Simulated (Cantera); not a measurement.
Charge: 1 mol Cr, 6.7 mol NH3, 6.4 mol N2, held at 0.0350 bar.

Method: chemical equilibrium by Gibbs-energy minimisation in Cantera with the NASA 1993 tables (ideal gas, pure condensed phases). Candidate condensed phases: Cr, CrN, Cr2N; 11 gas species. Kinetics and transport are ignored. All values below are at 1298 K.

Base state: H2 0.514, N2 0.486 (mole fractions); condensed: Cr2N(s).

### Question
What changes in the equilibrium state with this change: NH3 from 6.7 to 0.63 mol?

### Answer
```json
[
 {"species": "N2", "before": "0.486", "after": "0.872"},
 {"species": "H2", "before": "0.514", "after": "0.128"},
 {"species": "Cr2N(s), mol", "before": "0.500", "after": "0.500"}
]
```
